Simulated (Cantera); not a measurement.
A closed system holds: 1 mol SiC, 0.26 mol N₂O, a varied amount of N₂, held at 1800 K and 3.80e-6 bar.

Cantera equilibrium calculation (NASA polynomials, part measured and part estimated; ideal gas, pure solids and liquids). Candidate condensed phases: C, Si, SiC, SiO₂, Si₂N₂O, Si₃N₄; 34 gas species. The numbers say what is thermodynamically allowed, not how fast it happens.

Task: Which condensed phases are stable at each of these points (n(N₂) (mol)): 1.4, 3, 4.7, 6.3, 8, 9.7, 11, 13, 15, 16?

Result: 
```tsv
n(N₂) (mol)	condensed phases	Si condensed (%)
1.4	SiC(s)	76.6
3	SiC(s)	75.0
4.7	SiC(s)	74.3
6.3	SiC(s)	73.9
8	SiC(s)	73.7
9.7	SiC(s)	73.4
11	SiC(s)	73.2
13	C(graphite) + SiC(s)	71.0
15	C(graphite) + SiC(s)	66.8
16	C(graphite) + SiC(s)	64.6
```

From 1.4 mol N₂ to 11 mol N₂ the condensed part is SiC(s). From 13 mol N₂ to 16 mol N₂ the condensed part is C(graphite) + SiC(s).
